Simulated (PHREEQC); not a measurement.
A solution holds 0.2 mol/kgw MnSO4 and 0.016 mol/kgw NiCl2, at 25 °C. Closed to the air; pH follows from the charge balance.

The numbers come from PHREEQC with the ion-association model, wateq4f.dat.

This is a speciation only: nothing precipitates in the calculation.

Question: Estimate the pH, activity of water, ionic strength.

Answer: pH 6.24; activity of water 0.994; ionic strength 0.437 mol/kgw.

Question: In which forms is Mn present?

Answer: Mn+2 52 %, MnSO4 46 %, MnCl+ 1.5 % of the Mn.

Species that the database lacks are ignored.
